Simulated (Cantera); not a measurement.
An isothermal, constant-pressure homogeneous reactor starts with NO : N2 = 1 : 4.7 (molar parts), at 1448 K and 0.133 bar. Integrator tolerance rtol = 1e-08.

Model: GRI-Mech 3.0 (53 species, 325 reactions), integrated in Cantera.

Problem. What does this change do: temperature 1448 to 1973 K?

Solution. 
| quantity | before | after |
|---|---|---|
| x(NO) at 2.00 s | 0.175 (gas-phase equilibrium 0.000656) | 0.146 (gas-phase equilibrium 0.00488) |
| x(N2) at 2.00 s | 0.825 (gas-phase equilibrium 0.912) | 0.839 (gas-phase equilibrium 0.910) |
| x(NO2) at 2.00 s | 2.33e-5 (gas-phase equilibrium 9.72e-7) | 2.65e-5 (gas-phase equilibrium 2.04e-6) |
| x(O) at 2.00 s | 1.67e-7 (gas-phase equilibrium 1.59e-6) | 0.000200 (gas-phase equilibrium 0.000436) |
| x(N2O) at 2.00 s | 9.28e-6 (gas-phase equilibrium 1.61e-8) | 9.03e-6 (gas-phase equilibrium 1.08e-7) |
| x(O2) at 2.00 s | 2.15e-5 (gas-phase equilibrium 0.0874) | 0.0146 (gas-phase equilibrium 0.0850) |
